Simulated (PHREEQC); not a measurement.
Dissolve 36 mmol/kgw ZnCl2 at 25 °C. Closed to the air; pH follows from the charge balance.

Computed with PHREEQC (ion-association model, wateq4f.dat).

Precipitation was switched off in this run.

**Question.** What pH does the model give?

**Answer.** pH 5.23.

**Question.** In which forms is Cl present?

**Answer.** Cl- 96 %, ZnCl+ 3.4 % of the Cl.
